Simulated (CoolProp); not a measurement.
Vapour-liquid equilibrium of R1234yf (1) + R1234ze(E) (2) at 1.08 MPa; x and y are mole fractions of (1).

Computed with CoolProp (multi-fluid Helmholtz-energy mixture model, Lemmon 2022 and Thol 2016; pair parameters Bell 2022).

Problem. Give the bubble temperature and the first vapour's composition at x = 0.05, 0.25, 0.55. Is there an azeotrope?

Solution. x = 0.05: 52.5 °C, y = 0.062; x = 0.25: 50.0 °C, y = 0.291; x = 0.55: 46.7 °C, y = 0.597. No azeotrope shows between x = 0.05 and 0.95.

Pair parameters are fitted to limited data, so mixtures are less certain than the pure fluids.
